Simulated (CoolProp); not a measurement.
Model: reference Helmholtz-energy equation of state, Fiedler 2023, in CoolProp.

Task: Give the vapour pressure (kPa), enthalpy of vaporisation (kJ/kg), liquid cp (kJ/(kg K)), vapour Z of saturated tetrahydrofuran at 403.3, 420.5, 455 K.

Result: 
```tsv
T (K)	p (kPa)	enthalpy of vaporisation (kJ/kg)	liquid cp (kJ/(kg K))	vapour Z
403.3	559	363	2.18	0.901
420.5	800	346	2.27	0.872
455	1510	305	2.49	0.796
```
